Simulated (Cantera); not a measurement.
Input: 1 mol Al2O3, 470 mol H2, 98 mol N2, at 1 atm.

Method: chemical equilibrium by Gibbs-energy minimisation in Cantera with the NASA 1993 tables (ideal gas, pure condensed phases). Candidate condensed phases: Al, AlN, Al2O3, H2O; 35 gas species. Mutual solubility and eutectic melting of coexisting phases are not modelled. The numbers say what is thermodynamically allowed, not how fast it happens.

x: gas mole fraction; n: condensed amount in mol.

```
T (K)   x H2   x N2     x NH3     x H2O     x H  n Al2O3(s)  n AlN(s)
-----  -----  -----  --------  --------  ------  ----------  --------
673    0.825  0.171   0.00422  7.70e-10  <1e-12        1.00         0
723    0.826  0.172   0.00221   2.66e-9  <1e-12       1.000         0
773    0.827  0.172   0.00125   7.77e-9  <1e-12       1.000         0
823    0.827  0.172  0.000754   1.98e-8       …       1.000         0
873    0.827  0.172  0.000480   4.52e-8       …       1.000         0
923    0.827  0.172  0.000320   9.40e-8       …       1.000         0
973    0.827  0.172  0.000222   1.81e-7       …       1.000         0
1023   0.827  0.172  0.000159   3.25e-7       …       1.000         0
1073   0.827  0.172  0.000117   5.51e-7       …       1.000  0.000209
1123   0.827  0.173   8.89e-5   8.91e-7       …       1.000  0.000337
1173   0.827  0.173   6.89e-5   1.38e-6       …       1.000  0.000522
```

Fill in the missing entries.


- 823, x H: 6.63e-12
- 873, x H: 4.23e-11
- 923, x H: 2.21e-10
- 973, x H: 9.77e-10
- 1023, x H: 3.74e-9
- 1073, x H: 1.27e-8
- 1123, x H: 3.85e-8
- 1173, x H: 1.07e-7
